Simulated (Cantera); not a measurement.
A perfectly stirred reactor is fed with C₂H₄ : H₂ = 1 : 3.5 (molar parts), at 1.00 atm; it is held at 1975 K, and followed from long to short residence time.

Detailed kinetics in Cantera: GRI-Mech 3.0 (53 species, 325 reactions). GRI-Mech 3.0 was tuned for natural gas; its chemistry of ethylene as a main component is partial and can be far from experiment. GRI-Mech 3.0 stops at C3 and has no aromatics, soot or wall deposition, so with more carbon than oxygen in the feed, carbon stays in small species such as C2H2 where larger ones or solid carbon would form.

### Question
What does this change do: pressure from 1.00 atm to 0.0132 atm?

### Answer
```json
[
 {"quantity": "x(C₂H₄) at τ = 20.0 s", "before": "0.00114", "after": "1.70e-5"},
 {"quantity": "x(H₂) at τ = 20.0 s", "before": "0.813", "after": "0.809"},
 {"quantity": "x(C₂H₂) at τ = 20.0 s", "before": "0.179", "after": "0.181"},
 {"quantity": "x(C₂H) at τ = 20.0 s", "before": "4.66e-6", "after": "3.96e-5"},
 {"quantity": "x(CH₄) at τ = 20.0 s", "before": "0.00557", "after": "7.73e-5"},
 {"quantity": "x(C₂H₄) at τ = 0.240 s", "before": "0.00116", "after": "0.000659"},
 {"quantity": "x(H₂) at τ = 0.240 s", "before": "0.813", "after": "0.816"},
 {"quantity": "x(C₂H₂) at τ = 0.240 s", "before": "0.179", "after": "0.181"},
 {"quantity": "x(C₂H) at τ = 0.240 s", "before": "4.64e-6", "after": "7.95e-6"},
 {"quantity": "x(CH₄) at τ = 0.240 s", "before": "0.00542", "after": "0.000120"}
]
```
Radical loss at walls, strong at low pressure, is not modelled.
